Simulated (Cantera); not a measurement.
Charge: 1 mol Fe₃O₄, 6.3 mol CO, 0.27 mol N₂, held at 0.000130 bar.

Method: chemical equilibrium by Gibbs-energy minimisation in Cantera with the NASA 1993 tables (ideal gas, pure condensed phases). Candidate condensed phases: C, Fe, Fe(CO)₅, FeO, Fe₂O₃, Fe₃O₄; 27 gas species. Kinetics and transport are ignored. All values below are at 2373 K.

Base state: CO 0.458, Fe 0.241, O 0.151, CO₂ 0.0661, O₂ 0.0527, N₂ 0.0217, FeO 0.00856, NO 0.00151 (mole fractions); condensed: gas only.

### Question
What changes in the equilibrium state with this change: Fe₃O₄ replaced by CuO?

### Answer
```
species   before     after
-------  -------  --------
CO         0.458     0.730
Cu             0     0.123
O          0.151    0.0615
Fe         0.241         0
O₂        0.0527   0.00875
CO₂       0.0661    0.0430
N₂        0.0217    0.0328
FeO      0.00856         0
CuO            0   1.03e-5
NO       0.00151  0.000757
```
Further candidate phases: Cu, CuO, Cu₂O.
